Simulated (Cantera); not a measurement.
# Thermodynamics of carbothermic reduction, feed Fe2O3 + C + N2

Input: 1 mol Fe2O3, a varied amount of C, 0.42 mol N2, equilibrated at 2350 °C and 5.10 bar.

These are equilibrium values from Cantera (NASA tables, ideal gas, pure condensed phases), not measurements of a reactor. Candidate condensed phases: C, Fe, Fe(CO)5, FeO, Fe2O3, Fe3O4; 27 gas species. Each liquid is taken as pure. Iron dissolves carbon and melts from about 1420 K in contact with it, which pure phases cannot show. Mutual solubility and eutectic melting of coexisting phases are not modelled. The tables' stoichiometric FeO is somewhat more stable than real wüstite, so its field is too wide. FeO: taken at fixed stoichiometry. Condensed phases not in the tables: cementite and carbon dissolved in iron. Kinetics and transport are ignored.

| n(C) (mol) | x CO | x N2 | x CO2 | x Fe | x FeO | x NO | n FeO(l) | n Fe(l) | n C(graphite) |
|---|---|---|---|---|---|---|---|---|---|
| 0.95 | 0.635 | 0.302 | 0.0491 | 0.0132 | 0.000412 | 8.96e-5 | 1.98 | 0 | 0 |
| 1.2 | 0.679 | 0.256 | 0.0514 | 0.0135 | 0.000412 | 8.06e-5 | 1.71 | 0.262 | 0 |
| 1.4 | 0.705 | 0.227 | 0.0534 | 0.0135 | 0.000412 | 7.61e-5 | 1.50 | 0.474 | 0 |
| 1.7 | 0.735 | 0.195 | 0.0556 | 0.0135 | 0.000412 | 7.05e-5 | 1.18 | 0.791 | 0 |
| 2.1 | 0.764 | 0.164 | 0.0578 | 0.0135 | 0.000412 | 6.46e-5 | 0.751 | 1.21 | 0 |
| 2.6 | 0.789 | 0.137 | 0.0597 | 0.0135 | 0.000412 | 5.91e-5 | 0.216 | 1.74 | 0 |
| 3.2 | 0.865 | 0.121 | 1.06e-5 | 0.0135 | 6.69e-8 | 9.02e-9 | 0 | 1.95 | 0.200 |
| 3.9 | 0.865 | 0.121 | 1.06e-5 | 0.0135 | 6.69e-8 | 9.02e-9 | 0 | 1.95 | 0.900 |
| 4.7 | 0.865 | 0.121 | 1.06e-5 | 0.0135 | 6.69e-8 | 9.02e-9 | 0 | 1.95 | 1.70 |
| 5.8 | 0.865 | 0.121 | 1.06e-5 | 0.0135 | 6.69e-8 | 9.02e-9 | 0 | 1.95 | 2.80 |
x: gas mole fraction; n: condensed amount in mol.

At 0.95 mol C the condensed part is FeO(l). From 1.2 mol C to 2.6 mol C the condensed part is Fe(l) + FeO(l). From 3.2 mol C to 5.8 mol C the condensed part is C(graphite) + Fe(l). The main Fe-bearing gas is Fe throughout.
